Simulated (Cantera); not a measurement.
Input (Python, Cantera) and output of one run.

```python
import numpy as np
import cantera as ct

gas_names = [...]  # 109 gases of nasa_gas.yaml made of C, Cl, H, Si
cond_names = """
    C(gr) C6H6(L) C7H8(L) C8H18(L),n-octa Si(cr) Si(L) SiC(b)
""".split()


# ... load() reads the species with a 1 bar reference pressure and builds the phases ...
atoms = {
    'SiCl4': {'Si': 1, 'CL': 4},
    'H2': {'H': 2},
    'CH4': {'C': 1, 'H': 4},
}
top_T = {'C(gr)': 4500, 'SiC(b)': 3050}  # K; cautious upper limits of use, not melting points


# ... equilibrate(T, P, feed) seeds the gas with the atoms and calls Mixture.equilibrate('TP', solver="vcs", rtol=1e-11, max_steps=5000) ...
results = []
feed = {'SiCl4': 1, 'H2': 1400, 'CH4': 2.4}  # mol
T = 1048.15  # K
P = 10000  # Pa
mix = equilibrate(T, P, feed)
results.append((T, P, feed, dict(zip(mix.species_names, mix.species_moles))))
x = sorted(zip(gas.X, gas.species_names), reverse=True)
print(f"T = {T:g} K  P = {P:g} Pa  gas = {mix.phase_moles(0):.4g} mol")
print("   x: " + "  ".join(f"{s} {v:.3e}" for v, s in x if v > 1e-06))
print("   condensed (mol): " + ("  ".join(f"{mix.phase(i).name} {mix.phase_moles(i):.4g}"
      for i in range(1, mix.n_phases) if mix.phase_moles(i) > 1e-12) or "none"))
```

It prints:

```
T = 1048.15 K  P = 10000 Pa  gas = 1405 mol
   x: H2 9.962e-01  HCL 2.846e-03  CH4 9.963e-04
   condensed (mol): SiC(b) 0.9997
```

Equilibrium computed with Cantera from the NASA thermochemical tables; the gas is ideal and each condensed phase is pure.
